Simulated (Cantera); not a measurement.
A freely propagating, adiabatic, planar premixed flame of CO : H2 : CH4 : O2 : N2 = 1 : 0.4 : 0.22 : 1.18 : 5.6 (molar parts), unburnt at 325 K and 97.5 Torr; mixture-averaged transport, grid criteria slope 0.08 and curve 0.16, no radiation.

Model: GRI-Mech 3.0 (53 species, 325 reactions), integrated in Cantera. Burning velocities carry a grid error of a few per cent, more on coarse grids.

Predict: laminar burning velocity; thermal thickness; peak x(CH2CO).


```json
{
 "laminar_burning_velocity": "81.2 cm/s",
 "thermal_thickness": "3.98 mm",
 "peak x(CH2CO)": "5.66e-7"
}
```
